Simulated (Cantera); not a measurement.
A perfectly stirred reactor is fed with NO : N2 = 1 : 4.4 (molar parts), at 0.0128 atm; it is held at 2100 K, and followed from long to short residence time.

Model: GRI-Mech 3.0 (53 species, 325 reactions), integrated in Cantera. Radical loss at walls, strong at low pressure, is not modelled.

x: mole fraction; the columns are a selection and need not sum to one.

```
τ (s)    x NO   x N2      x O2    x N2O       x O    x NO2
------  -----  -----  --------  -------  --------  -------
1.7     0.159  0.827    0.0122  9.09e-6   0.00142  6.42e-6
0.50    0.180  0.817   0.00198  1.34e-5  0.000664  3.17e-6
0.14    0.184  0.815  0.000206  1.43e-5  0.000245  1.23e-6
0.041   0.185  0.815   1.72e-5  1.20e-5   7.09e-5  3.61e-7
0.012   0.185  0.815         …        …         …        …
0.0034  0.185  0.815   8.07e-8  2.92e-6   4.10e-6  1.32e-8
0.0010  0.185  0.815         …        …         …        …
```

Q: Some entries are withheld; supply them.

A: 
- 0.012, x O2: 1.22e-6
- 0.012, x N2O: 7.18e-6
- 0.012, x O: 1.75e-5
- 0.012, x NO2: 7.99e-8
- 0.0010, x O2: 6.30e-9
- 0.0010, x N2O: 9.75e-7
- 0.0010, x O: 1.09e-6
- 0.0010, x NO2: 1.75e-9
